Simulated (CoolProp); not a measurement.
A simple Rankine cycle with n-hexane: condensing at 303.15 K, boiler at 0.92 MPa, turbine inlet 473.6 K, turbine efficiency 0.6, pump efficiency 0.7, no recuperator. Each further row changes one setting.

Computed with CoolProp (reference Helmholtz-energy equation of state, Thol 2019).

```tsv
case	thermal efficiency (%)	net work (kJ/kg)	heat in (kJ/kg)	turbine exit temperature (K)	volume ratio over the turbine
as stated	12.3	84.6	691	426.4	38.9
turbine inlet 493.6 K	12.0	89.4	743	447.3	38.2
condensing temperature 295.15 K	13.0	92.5	709	422.8	54.6
boiler pressure 0.644 MPa	11.2	78.6	699	433.0	26.1
turbine efficiency 0.5	10.2	70.2	691	432.8	39.5
```
